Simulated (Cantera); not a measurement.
Feed: 1 mol CaF₂, 1.7 mol H₂, 0.31 mol N₂, 0.00076 mol H₂O, at 0.0133 bar.

Method: chemical equilibrium by Gibbs-energy minimisation in Cantera with the NASA 1993 tables (ideal gas, pure condensed phases). Candidate condensed phases: Ca, CaF₂, CaO, Ca(OH)₂, H₂O; 47 gas species. Mutual solubility and eutectic melting of coexisting phases are not modelled. Kinetics and transport are ignored.

Question: What share of the Ca ends up in condensed phases as a function of T (°C), at 950, 1025, 1100, 1175, 1250, 1325, 1400, 1475, 1550, 1625, 1700, 1775, 1850, 1925?

Answer: 
| T (°C) | Ca condensed (%) | as |
|---|---|---|
| 950 | 100.0 | CaF₂(s) + CaO(s) |
| 1025 | 100.0 | CaF₂(s) + CaO(s) |
| 1100 | 100.0 | CaF₂(s) + CaO(s) |
| 1175 | 100.0 | CaF₂(s) + CaO(s) |
| 1250 | 99.9 | CaF₂(s) + CaO(s) |
| 1325 | 99.7 | CaF₂(s) + CaO(s) |
| 1400 | 98.9 | CaF₂(s) + CaO(s) |
| 1475 | 96.7 | CaF₂(l) + CaO(s) |
| 1550 | 91.1 | CaF₂(l) + CaO(s) |
| 1625 | 77.0 | CaF₂(l) + CaO(s) |
| 1700 | 39.2 | CaF₂(l) |
| 1775 | 0.0 | - |
| 1850 | 0.0 | - |
| 1925 | 0.0 | - |
